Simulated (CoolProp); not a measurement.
Vapour-liquid equilibrium of R134a (1) + R142b (2) at 0.95 °C; x and y are mole fractions of (1).

Model: multi-fluid Helmholtz-energy mixture model, Tillner-Roth 1994 and Lemmon 2006; pair parameters Bell 2016, in CoolProp.

Give the bubble pressure and the first vapour's composition at x = 0.05, 0.2, 0.95. Is there an azeotrope?

x = 0.05: 0.1601 MPa, y = 0.107; x = 0.2: 0.1890 MPa, y = 0.353; x = 0.95: 0.2974 MPa, y = 0.967. No azeotrope shows between x = 0.05 and 0.95.

Pair parameters are fitted to limited data, so mixtures are less certain than the pure fluids.
